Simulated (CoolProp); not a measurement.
Model: reference Helmholtz-energy equation of state, Thol 2019, in CoolProp.

### Question
For n-pentane, give the phase and the density (kg/m³), cp (kJ/(kg K)), cv (kJ/(kg K)), Joule-Thomson coefficient (K/MPa) at 370 K and 225 kPa; 370 K and 1350 kPa; 370 K and 1570 kPa.

### Answer
- 370 K and 225 kPa: gas; density 5.58, cp 2.04, cv 1.89, Joule-Thomson coefficient 17.9
- 370 K and 1350 kPa: liquid; density 544, cp 2.70, cv 2.01, Joule-Thomson coefficient -0.0887
- 370 K and 1570 kPa: liquid; density 544, cp 2.70, cv 2.01, Joule-Thomson coefficient -0.0939
